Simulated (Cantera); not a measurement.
What does this Cantera script print?

```python
import numpy as np
import cantera as ct

gas_names = """
    C CO CO2 C2 C2O C3 C3O2 C4 C5 Ca CaO Ca2 O O2 O3
""".split()
cond_names = """
    C(gr) Ca(a) Ca(b) Ca(L) CaCO3(caL) CaO(s) CaO(L)
""".split()


# ... load() reads the species with a 1 bar reference pressure and builds the phases ...
atoms = {
    'CaCO3': {'Ca': 1, 'C': 1, 'O': 3},
    'C': {'C': 1},
    'CO2': {'C': 1, 'O': 2},
}
top_T = {'C(gr)': 4500}  # K; cautious upper limits of use, not melting points


# ... equilibrate(T, P, feed) seeds the gas with the atoms and calls Mixture.equilibrate('TP', solver="vcs", rtol=1e-11, max_steps=5000) ...
results = []
feed = {'CaCO3': 1, 'C': 0.088, 'CO2': 5.7}  # mol
P = 101325  # Pa
for T in [823, 873, 923, 973, 1023, 1073, 1123, 1173, 1223, 1273, 1323, 1373]:
    mix = equilibrate(T, P, feed)
    results.append((T, P, feed, dict(zip(mix.species_names, mix.species_moles))))

top = {s: max(r[3][s] / sum(r[3][g] for g in gas_names) for r in results) for s in gas_names}
cols = sorted((s for s in top if top[s] > 0.0001), key=lambda s: -top[s])[:6]
seen = [c for c in cond_names if any(r[3].get(c, 0) > 1e-12 for r in results)]
print("log10 of partial pressures in bar; condensed amounts in mol")
print(f"{'T/K':>10s}" + "".join(f"{s[:9]:>10s}" for s in cols + seen))
for T, P, feed, n in results:
    ng = sum(n[g] for g in gas_names)
    print(f"{T:10.4g}" + "".join(f"{np.log10(max(n[s] / ng * P / 1e5, 1e-99)):10.3f}" for s in cols)
          + "".join(f"{n.get(c, 0):10.4g}" for c in seen))
```

Output:

```
log10 of partial pressures in bar; condensed amounts in mol
       T/K       CO2        CO CaCO3(caL    CaO(s)
       823    -0.008    -1.511         1         0
       873    -0.008    -1.511         1         0
       923    -0.008    -1.511         1         0
       973    -0.008    -1.511         1         0
      1023    -0.008    -1.511         1         0
      1073    -0.008    -1.511         1         0
      1123    -0.008    -1.511         1         0
      1173    -0.006    -1.581         0         1
      1223    -0.006    -1.581         0         1
      1273    -0.006    -1.581         0         1
      1323    -0.006    -1.581         0         1
      1373    -0.006    -1.581         0         1
```

Equilibrium computed with Cantera from the NASA thermochemical tables; the gas is ideal and each condensed phase is pure.
